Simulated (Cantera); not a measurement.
An adiabatic, constant-volume homogeneous reactor starts with CH₄ : O₂ : N₂ : H₂O = 1 : 1.67 : 6.27 : 0.35 (molar parts), equivalence ratio 1.2, at 1050 K and 10.0 bar. Integrator tolerance rtol = 1e-08.

Detailed kinetics in Cantera: GRI-Mech 3.0 (53 species, 325 reactions).

Question: What does this change do: pressure from 10.0 bar to 0.580 bar?

Answer: 
```
quantity                                                              before                                    after
---------------------------------  -----------------------------------------  ---------------------------------------
time of steepest temperature rise                                    37.9 ms                              not reached
temperature at 0.500 s                                                2901 K                                   1054 K
equilibrium temperature                                               2901 K                                   2724 K
x(CH₄) at 0.500 s                  3.39e-12 (gas-phase equilibrium 3.95e-12)     0.107 (gas-phase equilibrium <1e-12)
x(O₂) at 0.500 s                     0.00196 (gas-phase equilibrium 0.00196)    0.179 (gas-phase equilibrium 0.00562)
x(H₂O) at 0.500 s                        0.208 (gas-phase equilibrium 0.208)     0.0382 (gas-phase equilibrium 0.194)
x(H₂O₂) at 0.500 s                   7.34e-7 (gas-phase equilibrium 7.34e-7)  6.06e-7 (gas-phase equilibrium 2.02e-7)
x(C₂H₂) at 0.500 s                     <1e-12 (gas-phase equilibrium <1e-12)   1.31e-9 (gas-phase equilibrium <1e-12)
x(C₂H₆) at 0.500 s                     <1e-12 (gas-phase equilibrium <1e-12)  0.000108 (gas-phase equilibrium <1e-12)
```

Question: What does this change do: initial temperature 1050 to 1473 K?

Answer: 
| quantity | before | after |
|---|---|---|
| time of steepest temperature rise | 37.9 ms | 0.264 ms |
| temperature at 0.500 s | 2901 K | 3077 K |
| equilibrium temperature | 2901 K | 3077 K |
| x(CH₄) at 0.500 s | 3.39e-12 (gas-phase equilibrium 3.95e-12) | 2.50e-12 (gas-phase equilibrium 2.99e-12) |
| x(O₂) at 0.500 s | 0.00196 (gas-phase equilibrium 0.00196) | 0.00512 (gas-phase equilibrium 0.00512) |
| x(H₂O) at 0.500 s | 0.208 (gas-phase equilibrium 0.208) | 0.193 (gas-phase equilibrium 0.193) |
| x(H₂O₂) at 0.500 s | 7.34e-7 (gas-phase equilibrium 7.34e-7) | 1.26e-6 (gas-phase equilibrium 1.26e-6) |
| x(C₂H₂) at 0.500 s | <1e-12 (gas-phase equilibrium <1e-12) | <1e-12 (gas-phase equilibrium <1e-12) |
| x(C₂H₆) at 0.500 s | <1e-12 (gas-phase equilibrium <1e-12) | <1e-12 (gas-phase equilibrium <1e-12) |
Above 3000 K some thermodynamic fits are extrapolated.

Question: What does this change do: 0.071 parts C2H6 added?

Answer: 
| quantity | before | after |
|---|---|---|
| time of steepest temperature rise | 37.9 ms | 8.59 ms |
| temperature at 0.500 s | 2901 K | 2852 K |
| equilibrium temperature | 2901 K | 2852 K |
| x(CH₄) at 0.500 s | 3.39e-12 (gas-phase equilibrium 3.95e-12) | 2.90e-11 (gas-phase equilibrium 3.30e-11) |
| x(O₂) at 0.500 s | 0.00196 (gas-phase equilibrium 0.00196) | 0.000447 (gas-phase equilibrium 0.000447) |
| x(H₂O) at 0.500 s | 0.208 (gas-phase equilibrium 0.208) | 0.203 (gas-phase equilibrium 0.203) |
| x(H₂O₂) at 0.500 s | 7.34e-7 (gas-phase equilibrium 7.34e-7) | 3.18e-7 (gas-phase equilibrium 3.18e-7) |
| x(C₂H₂) at 0.500 s | <1e-12 (gas-phase equilibrium <1e-12) | <1e-12 (gas-phase equilibrium <1e-12) |
| x(C₂H₆) at 0.500 s | <1e-12 (gas-phase equilibrium <1e-12) | <1e-12 (gas-phase equilibrium <1e-12) |
